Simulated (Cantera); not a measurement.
Gas mixture: C2H4 = 0.072 (molar parts), at 15.8 Torr, frozen composition.

Cantera's kinetic-theory transport with the Lennard-Jones parameters of GRI-Mech 3.0, ideal gas; thermal conductivity in the multicomponent form. The composition is frozen, though it would react at the higher temperatures.

One state of this run: ρ (kg/m³) = 0.00506; cp (J/kg/K) = 3836; μ (µPa s) = 36.2; λ (mW/m/K) = 186; Pr = 0.746; D (cm²/s) CO2 = 91.3; D (cm²/s) CH4 = 125; D (cm²/s) H2O = 144. D: mixture-averaged diffusion coefficient of that species in the mixture.

Which value of T (K) does it belong to?
A. 1400
B. 400
C. 1600
D. 1800

A, 1400
